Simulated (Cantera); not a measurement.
Charge: 1 mol Si2Cl6, 38 mol NH3, 35 mol H2, 1.6 mol N2.

These are equilibrium values from Cantera (NASA tables, ideal gas, pure condensed phases), not measurements of a reactor. Candidate condensed phases: NH4Cl, Si, Si3N4; 28 gas species. The feed counts by its element totals alone. The tables' values for SiCl3 are old estimates. Kinetics and transport are ignored.

Task: What condenses at these points (T in K, P in Pa): (1698, 5); (1773, 1400); (1848, 85); (1548, 5); (1698, 1400); (1698, 100000)?

Result: 
```tsv
T (K)	P in Pa	condensed phases	Si condensed (%)
1698	5	gas only	0.0
1773	1400	Si	61.7
1848	85	Si	16.7
1548	5	Si	58.3
1698	1400	Si3N4	67.1
1698	100000	Si3N4	96.8
```
